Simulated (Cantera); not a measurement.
Feed: 1 mol SiC, 1.5 mol H2O, 27 mol N2, equilibrated at 7.50 Torr.

Equilibrium computed with Cantera from the NASA thermochemical tables; the gas is ideal and each condensed phase is pure. Candidate condensed phases: C, C6H6, C7H8, C8H18, H2O, Si, SiC, SiO2, Si2N2O, Si3N4; 151 gas species. N2 is the only nitrogen source here; it is nearly inert below about 1500 K, so the nitride shown seldom forms there in practice. Mutual solubility and eutectic melting of coexisting phases are not modelled. Equilibrium is a limit: real reactors are often held back by kinetics, nucleation or transport.

**Question.** Which condensed phases are stable at each of these points (T (K)): 1198, 1273, 1348, 1423, 1498, 1573, 1648?

**Answer.** 
```csv
T (K),condensed phases,Si condensed (%)
1198,Si2N2O(s),100.0
1273,Si2N2O(s),100.0
1348,Si2N2O(s),100.0
1423,Si2N2O(s),99.9
1498,Si2N2O(s),99.7
1573,SiC(s) + Si2N2O(s),98.7
1648,SiC(s) + Si2N2O(s),92.0
```

From 1198 K to 1498 K the condensed part is Si2N2O(s). From 1573 K to 1648 K the condensed part is SiC(s) + Si2N2O(s).
